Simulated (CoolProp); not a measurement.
Vapour-liquid equilibrium of diethyl ether (1) + n-hexane (2) at 125.95 °C; x and y are mole fractions of (1).

Model: multi-fluid Helmholtz-energy mixture model, Thol 2014 and Thol 2019; pair parameters Bell 2016, in CoolProp.

Give the bubble pressure and the first vapour's composition at x = 0.05, 0.2, 0.5. Is there an azeotrope?

x = 0.05: 497.3 kPa, y = 0.114; x = 0.2: 608.2 kPa, y = 0.362; x = 0.5: 807.1 kPa, y = 0.668. No azeotrope shows between x = 0.05 and 0.95.

The pair parameters rest on a limited set of measurements; away from them the model extrapolates.
